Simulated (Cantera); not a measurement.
**SiCl₄ + N₂ + H₂ (silicon nitride deposition)**

Charge: 1 mol SiCl₄, 0.63 mol N₂, 8 mol H₂, equilibrated at 1.33 mbar.

Cantera equilibrium calculation (NASA polynomials, part measured and part estimated; ideal gas, pure solids and liquids). Candidate condensed phases: NH₄Cl, Si, Si₃N₄; 28 gas species. N₂ is the only nitrogen source here; it is nearly inert below about 1500 K, so the nitride shown seldom forms there in practice. The tables' values for SiCl, SiCl₃, SiN are old estimates; treat these amounts as uncertain. Gases not in the tables: Si₂H₆ and higher silanes. Kinetics and transport are ignored.

From 750 K to 1350 K the condensed part is Si₃N₄(s). From 1500 K to 2100 K nothing is condensed. The main Si-bearing gas is SiCl₄ at 750 K and SiCl₂ at 2100 K.

```
T (K)  log p H₂  log p HCl  log p SiCl₂  log p H  log p N₂  log p SiCl₄  log p Si  log p Cl  n Si₃N₄(s)
-----  --------  ---------  -----------  -------  --------  -----------  --------  --------  ----------
750       -3.05      -3.42       -12.28   -14.02     -4.66        -4.39      <-14    -14.36       0.234
900       -3.06      -3.38        -8.99   -11.46     -4.81        -4.52      <-14    -11.79       0.258
1050      -3.07      -3.36        -6.67    -9.62     -4.92        -4.62      <-14     -9.96       0.271
1200      -3.07      -3.35        -5.05    -8.24     -4.86        -4.83    -13.65     -8.58       0.263
1350      -3.07      -3.43        -4.23    -7.16     -4.40        -5.59    -10.60     -7.59       0.162
1500      -3.06      -3.61        -3.91    -6.28     -4.10        -6.77     -8.24     -6.93           0
1650      -3.06      -3.60        -3.91    -5.57     -4.10        -7.68     -6.88     -6.22           0
1800      -3.06      -3.60        -3.92    -4.98     -4.11        -8.44     -5.77     -5.63           0
1950      -3.08      -3.58        -3.98    -4.48     -4.11        -9.07     -4.93     -5.10           0
2100      -3.13      -3.53        -4.16    -4.07     -4.14        -9.66     -4.42     -4.61           0
```
log p: log10 of the partial pressure in bar; n: condensed amount in mol.
